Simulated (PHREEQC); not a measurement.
Model water analysis in mg/kgw, 14 °C, pH 2.93, pe 12.4: Na 664; K 428; Ca 520; Mg 164; Cl 673; S(6) as SO4 3060; Al 6.32.

Cl is adjusted to close the charge balance.
Valence states are taken as typed.

Computed with PHREEQC (ion-association model, wateq4f.dat).

```json
[
 {"quantity": "ionic strength (mol/kgw)", "before": "0.0993", "after": "0.350"},
 {"quantity": "Na+ (mol/kgw)", "before": "0.0278", "after": "0.107"},
 {"quantity": "SO4-2 (mol/kgw)", "before": "0.0218", "after": "0.0740"},
 {"quantity": "K+ (mol/kgw)", "before": "0.0105", "after": "0.0399"},
 {"quantity": "Ca+2 (mol/kgw)", "before": "0.00820", "after": "0.0280"},
 {"quantity": "CaSO4 (mol/kgw)", "before": "0.00474", "after": "0.0237"},
 {"quantity": "SI of Gypsum (CaSO4:2H2O)", "before": "+0.02", "after": "+0.74"},
 {"quantity": "SI of Epsomite (MgSO4:7H2O)", "before": "-2.62", "after": "-1.90"}
]
```

Task: What was changed between the two runs?
A) temperature from 14 to 55 °C at the same typed pH
B) all concentrations times 4 at the same typed pH
C) Na from 664 to 332 mg/kgw

Result: B, all concentrations times 4 at the same typed pH

This is a speciation only: nothing precipitates in the calculation. Some of these states are supersaturated (in Gypsum, for instance). Constants without temperature data keep their 25 °C values here.
